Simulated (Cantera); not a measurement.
Charge: 1 mol N₂O, 0.81 mol H₂O, 2.6 mol H₂, at 1227 °C and 10.0 mbar.

These are equilibrium values from Cantera (NASA tables, ideal gas, pure condensed phases), not measurements of a reactor. The numbers say what is thermodynamically allowed, not how fast it happens.

```json
[
 {"species": "H₂O", "before": "0.410", "after": "0.402"},
 {"species": "H₂", "before": "0.363", "after": "0.349"},
 {"species": "N₂", "before": "0.227", "after": "0.224"},
 {"species": "H", "before": "0.000106", "after": "0.0215"},
 {"species": "O", "before": "<1e-9", "after": "0.000133"},
 {"species": "O₂", "before": "<1e-9", "after": "6.52e-5"},
 {"species": "NO", "before": "3.07e-8", "after": "9.94e-5"},
 {"species": "OH", "before": "3.43e-6", "after": "0.00306"}
]
```
Gas species are given as mole fractions.

### Question
Which change was made?
A. H₂ from 2.6 to 0.21 mol
B. temperature from 1227 °C to 2925 °C
C. temperature from 1227 °C to 1852 °C
D. temperature from 1227 °C to 2875 °C

### Answer
C, temperature from 1227 °C to 1852 °C
